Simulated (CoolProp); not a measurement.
A closed Brayton cycle with dry air: compressor inlet 333.15 K and 0.7 MPa, high pressure 1.87 MPa, turbine inlet 670 K, compressor efficiency 0.89, turbine efficiency 0.9, recuperator effectiveness 0.95 (on enthalpy, no pinch check). Each further row changes one setting.

The numbers come from the reference Helmholtz-energy equation of state, Lemmon 2000 in CoolProp. It is a pseudo-pure fit of the blend.

```tsv
case	thermal efficiency (%)	net work (kJ/kg)	compressor to turbine work	compressor exit (K)	turbine exit (K)
as stated	17.9	27.7	0.81	453.8	527.8
turbine inlet 620 K	11.6	16.3	0.88	453.8	487.2
compressor inlet 343.15 K	15.6	24.0	0.84	467.2	527.8
high pressure 1.59 MPa	21.0	28.3	0.78	431.6	549.0
recuperator effectiveness 0.5	14.7	27.7	0.81	453.8	527.8
```
